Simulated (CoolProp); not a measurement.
Aqueous ammonia as a coolant, 19 % by mass, freezing at -33.5 °C, 1 atm.

The numbers come from the Melinder's fits for secondary coolants in CoolProp.

| T (°C) | cp (kJ/(kg K)) | Prandtl number | density (kg/m³) | viscosity (mPa s) |
|---|---|---|---|---|
| -28.4 | 4.284 | 77.3 | ? | ? |
| -20.3 | 4.265 | 49.7 | 940.8 | 4.82 |
| -12.2 | 4.249 | 34.0 | 938.6 | 3.43 |
| -4.1 | ? | 24.5 | 936.0 | 2.56 |
| 4 | 4.225 | 18.3 | 933.0 | 1.98 |
| 12.1 | 4.216 | 14.1 | 929.7 | 1.57 |
| 20.2 | 4.208 | 11.0 | 926.0 | 1.26 |
| 28.3 | 4.202 | 8.53 | 922.0 | 1.01 |

Problem. Complete the blanks.

Solution. 
- -28.4, density (kg/m³): 942.7
- -28.4, viscosity (mPa s): 7.20
- -4.1, cp (kJ/(kg K)): 4.236
